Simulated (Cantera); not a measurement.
An isothermal, constant-pressure homogeneous reactor starts with CH4 : H2O : H2 = 1 : 0.62 : 0.7 (molar parts), at 1598 K and 1.00 atm.

Cantera simulation using GRI-Mech 3.0 (53 species, 325 reactions); the numbers are that mechanism's predictions, not measurements. GRI-Mech 3.0 stops at C3 and has no aromatics, soot or wall deposition, so with more carbon than oxygen in the feed, carbon stays in small species such as C2H2 where larger ones or solid carbon would form.

One state of this run: x CH4 = 0.411; x H2O = 0.264; x H2 = 0.317; x HO2 = <1e-12; x CH2CO = 6.59e-7; x OH = 5.89e-7. x: mole fraction; the columns are a selection and need not sum to one.

### Question
Which value of t (s) does it belong to?
A. 0.00359
B. 0.000372
C. 10.0
D. 0.334

### Answer
A, 0.00359
